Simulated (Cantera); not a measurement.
Input (Python, Cantera) and output of one run.

```python
import numpy as np
import cantera as ct

gas_names = """
    B BH BH2 BH3 BO BO2 B2 B2O B2O2 B2O3 B3O3H3 H HBO HBO2 HO2 H2 H2O H2O2 H3B3O6 O OH O2 O3
""".split()
cond_names = """
    B(b) B(L) B2O3(L) B3O3H3(cr) H2O(s) H2O(L)
""".split()


# ... load() reads the species with a 1 bar reference pressure and builds the phases ...
atoms = {
    'B2H6': {'B': 2, 'H': 6},
    'O2': {'O': 2},
}
top_T = {}  # K; cautious upper limits of use, not melting points


# ... equilibrate(T, P, feed) seeds the gas with the atoms and calls Mixture.equilibrate('TP', solver="vcs", rtol=1e-11, max_steps=5000) ...
results = []
feed = {'B2H6': 1, 'O2': 5.3}  # mol
T = 1373  # K
P = 10000  # Pa
mix = equilibrate(T, P, feed)
results.append((T, P, feed, dict(zip(mix.species_names, mix.species_moles))))
x = sorted(zip(gas.X, gas.species_names), reverse=True)
print(f"T = {T:g} K  P = {P:g} Pa  gas = {mix.phase_moles(0):.4g} mol")
print("   x: " + "  ".join(f"{s} {v:.3e}" for v, s in x if v > 0.0001))
print("   condensed (mol): " + ("  ".join(f"{mix.phase(i).name} {mix.phase_moles(i):.4g}"
      for i in range(1, mix.n_phases) if mix.phase_moles(i) > 1e-12) or "none"))
```

It prints:

```
T = 1373 K  P = 10000 Pa  gas = 5.342 mol
   x: H2O 5.520e-01  O2 4.305e-01  HBO2 1.655e-02  H3B3O6 8.515e-04  OH 1.169e-04
   condensed (mol): B2O3(L) 0.9489
```

Cantera equilibrium calculation (NASA polynomials, part measured and part estimated; ideal gas, pure solids and liquids). The feed counts by its element totals alone. Gases not in the tables: H3BO3.
